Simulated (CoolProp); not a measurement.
Saturation properties of R1233zd(E) (Tc = 438.9 K, pc = 3.583 MPa, ω = 0.304).

Computed with CoolProp (reference Helmholtz-energy equation of state, Akasaka 2022).

```csv
T (K),p (MPa),liquid density (kg/m³),vapour density (kg/m³),enthalpy of vaporisation (kJ/kg)
210.1,0.001094,1457,0.08181,230.8
216.5,0.001817,1443,0.1320,227.9
223,0.002935,1430,0.2072,225.0
229.4,0.004561,1416,0.3133,222.2
235.8,0.006887,1403,0.4609,219.4
242.2,0.01013,1389,0.6615,216.6
248.7,0.01464,1375,0.9328,213.7
255.1,0.02057,1361,1.282,210.9
261.5,0.02834,1347,1.729,208.1
267.9,0.03834,1333,2.293,205.2
274.4,0.05123,1318,3.006,202.3
280.8,0.06711,1304,3.870,199.3
287.2,0.08667,1289,4.918,196.3
```

It boils at 291.3 K under 1 atm.
